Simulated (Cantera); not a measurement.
An adiabatic, constant-volume homogeneous reactor starts with H₂ : O₂ : N₂ = 1 : 0.521 : 2.76 (molar parts), equivalence ratio 0.96, at 1725 K and 8.00 bar. Integrator tolerance rtol = 1e-08.

Detailed kinetics in Cantera: GRI-Mech 3.0 (53 species, 325 reactions). The hydrogen kinetics of GRI-Mech 3.0 are dated; newer H2 mechanisms differ, most at raised pressure. Above 3000 K some thermodynamic fits are extrapolated.

Problem. What does this change do: initial temperature 1725 to 1625 K?

Solution. 
| quantity | before | after |
|---|---|---|
| time of steepest temperature rise | 1.10 µs | 1.44 µs |
| temperature at 3.00 s | 3115 K | 3081 K |
| equilibrium temperature | 3115 K | 3081 K |
| x(H₂) at 3.00 s | 0.0347 (gas-phase equilibrium 0.0347) | 0.0320 (gas-phase equilibrium 0.0320) |
| x(O₂) at 3.00 s | 0.0111 (gas-phase equilibrium 0.0111) | 0.0106 (gas-phase equilibrium 0.0106) |
| x(HO₂) at 3.00 s | 1.55e-5 (gas-phase equilibrium 1.55e-5) | 1.45e-5 (gas-phase equilibrium 1.45e-5) |
| x(H) at 3.00 s | 0.0115 (gas-phase equilibrium 0.0115) | 0.00976 (gas-phase equilibrium 0.00976) |
| x(H₂O₂) at 3.00 s | 1.59e-6 (gas-phase equilibrium 1.59e-6) | 1.55e-6 (gas-phase equilibrium 1.55e-6) |
| x(NO) at 3.00 s | 0.0119 (gas-phase equilibrium 0.0119) | 0.0112 (gas-phase equilibrium 0.0112) |
| x(NO₂) at 3.00 s | 5.31e-6 (gas-phase equilibrium 5.31e-6) | 5.09e-6 (gas-phase equilibrium 5.09e-6) |
